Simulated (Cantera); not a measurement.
What does this Cantera script print?

```python
import numpy as np
import cantera as ct

gas = ct.Solution("SiF4_NH3_mec.yaml", "gas")
gas.TPX = 1625, 13332, {'NH3': 2.8, 'H2': 0.44}
reactor = ct.IdealGasConstPressureReactor(gas, energy="off", clone=False)
net = ct.ReactorNet([reactor])
net.rtol, net.atol = 1e-08, 1e-18
show = ['NH3', 'H2', 'NH2', 'H', 'N2H2', 'N']
times = np.geomspace(1e-05, 3, 14)

steps = ct.SolutionArray(gas, extra=["t"])
rows = []
print(f"{'t/s':>10s}{'T/K':>9s}{'P/Pa':>11s}" + "".join(f"{s:>11s}" for s in show))
for t in times:
    while net.time < t:
        t_next = net.step()
        steps.append(gas.state, t=t_next)
    rows.append([np.interp(t, steps.t, y) for y in (steps.T, steps.P, *steps(*show).X.T)])
    print(f"{t:10.3e}{rows[-1][0]:9.1f}{rows[-1][1]:11.4g}" + "".join(f"{x:11.3e}" for x in rows[-1][2:]))
rate = np.gradient(steps.T, steps.t)
print("integrator steps:", len(steps.t))
if steps.T.max() > steps.T[0] + 200:
    print(f"time of steepest temperature rise: {steps.t[rate.argmax()]:.4e} s")
gas.TPX = 1625, 13332, {'NH3': 2.8, 'H2': 0.44}
gas.equilibrate("TP")
print(f"equilibrium (TP): T = {gas.T:.1f} K  " + "  ".join(f"{s} {gas[s].X[0]:.3e}" for s in show))
```

It prints:

```
       t/s      T/K       P/Pa        NH3         H2        NH2          H       N2H2          N
 1.000e-05   1625.0  1.333e+04  8.642e-01  1.358e-01  1.407e-07  1.539e-08  3.065e-14  6.120e-19
 2.638e-05   1625.0  1.333e+04  8.642e-01  1.358e-01  3.809e-07  3.098e-08  5.862e-13  3.308e-17
 6.960e-05   1625.0  1.333e+04  8.642e-01  1.358e-01  1.014e-06  7.211e-08  1.004e-11  1.788e-15
 1.836e-04   1625.0  1.333e+04  8.642e-01  1.358e-01  2.685e-06  1.806e-07  1.478e-10  7.137e-14
 4.845e-04   1625.0  1.333e+04  8.642e-01  1.358e-01  7.088e-06  4.665e-07  1.703e-09  1.912e-12
 1.278e-03   1625.0  1.333e+04  8.642e-01  1.358e-01  1.866e-05  1.218e-06  1.534e-08  3.950e-11
 3.372e-03   1625.0  1.333e+04  8.641e-01  1.358e-01  4.853e-05  3.160e-06  1.204e-07  6.718e-10
 8.896e-03   1625.0  1.333e+04  8.639e-01  1.359e-01  1.098e-04  7.155e-06  6.992e-07  6.673e-09
 2.347e-02   1625.0  1.333e+04  8.632e-01  1.364e-01  1.410e-04  9.237e-06  1.207e-06  1.312e-08
 6.192e-02   1625.0  1.333e+04  8.611e-01  1.380e-01  1.413e-04  9.384e-06  1.211e-06  1.331e-08
 1.634e-01   1625.0  1.333e+04  8.556e-01  1.420e-01  1.407e-04  9.677e-06  1.197e-06  1.346e-08
 4.310e-01   1625.0  1.333e+04  8.414e-01  1.524e-01  1.391e-04  1.044e-05  1.160e-06  1.383e-08
 1.137e+00   1625.0  1.333e+04  8.055e-01  1.787e-01  1.352e-04  1.241e-05  1.071e-06  1.463e-08
 3.000e+00   1625.0  1.333e+04  7.216e-01  2.400e-01  1.257e-04  1.730e-05  8.815e-07  1.603e-08
integrator steps: 516
equilibrium (TP): T = 1625.0 K  NH3 1.868e-06  H2 7.681e-01  NH2 1.003e-09  H 1.705e-04  N2H2 3.918e-15  N 1.529e-12
```

Computed with Cantera and the gas-phase N/H chemistry of the illustrative SiF4/NH3 mechanism in the Surface Chemkin manual (1991). Walls and surfaces, which speed up NH3 decomposition in real reactors, are not modelled.
